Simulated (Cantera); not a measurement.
An adiabatic, constant-volume homogeneous reactor starts with H₂ : O₂ : N₂ = 1 : 0.595 : 2.24 (molar parts), at 950 K and 1000000 Pa. Integrator tolerance rtol = 1e-08.

Cantera simulation using GRI-Mech 3.0 (53 species, 325 reactions); the numbers are that mechanism's predictions, not measurements. The hydrogen kinetics of GRI-Mech 3.0 are dated; newer H2 mechanisms differ, most at raised pressure.

```tsv
quantity	before	after
time of steepest temperature rise	29.8 ms	32.5 ms
temperature at 0.200 s	2956 K	2674 K
equilibrium temperature	2956 K	2674 K
x(H₂) at 0.200 s	0.0134 (gas-phase equilibrium 0.0134)	0.00766 (gas-phase equilibrium 0.00766)
x(O₂) at 0.200 s	0.0224 (gas-phase equilibrium 0.0224)	0.0236 (gas-phase equilibrium 0.0236)
x(H₂O₂) at 0.200 s	3.43e-6 (gas-phase equilibrium 3.43e-6)	1.37e-6 (gas-phase equilibrium 1.37e-6)
x(NO) at 0.200 s	0.0135 (gas-phase equilibrium 0.0135)	0.00943 (gas-phase equilibrium 0.00943)
x(HO₂) at 0.200 s	2.74e-5 (gas-phase equilibrium 2.74e-5)	1.27e-5 (gas-phase equilibrium 1.27e-5)
x(OH) at 0.200 s	0.0198 (gas-phase equilibrium 0.0198)	0.0132 (gas-phase equilibrium 0.0132)
x(H₂O) at 0.200 s	0.270 (gas-phase equilibrium 0.270)	0.282 (gas-phase equilibrium 0.282)
```

Q: Which change was made?
A. O2 0.595 to 0.36 parts
B. pressure from 1000000 Pa to 40000 Pa
C. initial temperature 950 to 1498 K
D. constant pressure in place of constant volume

A: D, constant pressure in place of constant volume
